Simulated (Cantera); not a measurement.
Feed: 1 mol Si2Cl6, 38 mol NH3, 18 mol H2, held at 0.0100 bar.

These are equilibrium values from Cantera (NASA tables, ideal gas, pure condensed phases), not measurements of a reactor. Candidate condensed phases: NH4Cl, Si, Si3N4; 28 gas species. The feed counts by its element totals alone. Gases not in the tables: Si2H6 and higher silanes. Equilibrium is a limit: real reactors are often held back by kinetics, nucleation or transport.

Question: Which condensed phases are stable at each of these points (T (K)): 875, 1025, 1175, 1325, 1475, 1625, 1775, 1925, 2075?

Answer: 
```json
[
 {"T (K)": "875", "condensed phases": "Si3N4(s)", "Si condensed (%)": "100.0"},
 {"T (K)": "1025", "condensed phases": "Si3N4(s)", "Si condensed (%)": "100.0"},
 {"T (K)": "1175", "condensed phases": "Si3N4(s)", "Si condensed (%)": "100.0"},
 {"T (K)": "1325", "condensed phases": "Si3N4(s)", "Si condensed (%)": "99.5"},
 {"T (K)": "1475", "condensed phases": "Si3N4(s)", "Si condensed (%)": "95.3"},
 {"T (K)": "1625", "condensed phases": "Si3N4(s)", "Si condensed (%)": "75.8"},
 {"T (K)": "1775", "condensed phases": "Si(l)", "Si condensed (%)": "56.8"},
 {"T (K)": "1925", "condensed phases": "Si(l)", "Si condensed (%)": "51.8"},
 {"T (K)": "2075", "condensed phases": "Si(l)", "Si condensed (%)": "5.9"}
]
```

From 875 K to 1625 K the condensed part is Si3N4(s). From 1775 K to 2075 K the condensed part is Si(l).
